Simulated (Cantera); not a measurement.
A closed system holds: 1 mol CH3F, 0.16 mol Si, 10 mol H2, held at 1000 Pa.

These are equilibrium values from Cantera (NASA tables, ideal gas, pure condensed phases), not measurements of a reactor. Candidate condensed phases: C, C6H6, C7H8, C8H18, Si, SiC; 113 gas species. Equilibrium is a limit: real reactors are often held back by kinetics, nucleation or transport.

**Question.** Which condensed phases are stable at each of these points (T (K)): 2550, 2600, 2650, 2700, 2750, 2800, 2850, 2900?

**Answer.** 
```
T (K)  condensed phases  Si condensed (%)
-----  ----------------  ----------------
2550        C(graphite)               0.0
2600        C(graphite)               0.0
2650        C(graphite)               0.0
2700        C(graphite)               0.0
2750        C(graphite)               0.0
2800        C(graphite)               0.0
2850           gas only               0.0
2900           gas only               0.0
```

From 2550 K to 2800 K the condensed part is C(graphite). From 2850 K to 2900 K nothing is condensed.
